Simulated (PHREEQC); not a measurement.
A solution holds 0.0013 mol/kgw SrCl2, 5.8e-06 mol/kgw CO2 and 2.2e-07 mol/kgw H4SiO4, at 25 °C. Closed to the air; pH follows from the charge balance.

The numbers come from PHREEQC with the ion-association model, phreeqc.dat.

No solid was allowed to form.

Problem. Predict the pH.

Solution. pH 5.85.

Problem. In which forms is C present?

Solution. CO2 74 %, HCO3- 25 % of the C.

Complexes and solids missing from the database can't appear.
